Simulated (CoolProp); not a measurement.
Saturation properties of sulfur hexafluoride.

Computed with CoolProp (reference Helmholtz-energy equation of state, Guder 2009).

```
T (°C)  p (MPa)  liquid cp (kJ/(kg K))  vapour Z  liquid viscosity (µPa s)
------  -------  ---------------------  --------  ------------------------
-28.75   0.5143                 0.9056    0.8768                       ___
-22.55   0.6344                 0.9287    0.8572                       270
-16.35   0.7742                 0.9540    0.8356                       244
-10.15   0.9356                 0.9823       ___                       220
-4.05       ___                  1.014    0.7863                       198
2.15      1.328                  1.053    0.7577                       178
8.35      1.566                  1.100       ___                       ___
14.55       ___                  1.161    0.6909                       143
20.75     2.136                  1.248    0.6512                       127
26.85     2.468                  1.380    0.6061                       111
33.05     2.845                  1.634    0.5513                       ___
```

Q: Some entries are withheld; supply them.

A: 
- -28.75, liquid viscosity (µPa s): 299
- -10.15, vapour Z: 0.8119
- -4.05, p (MPa): 1.117
- 8.35, vapour Z: 0.7261
- 8.35, liquid viscosity (µPa s): 160
- 14.55, p (MPa): 1.834
- 33.05, liquid viscosity (µPa s): 95.6

Viscosity comes from a separate model (Quiñones-Cisneros 2012).
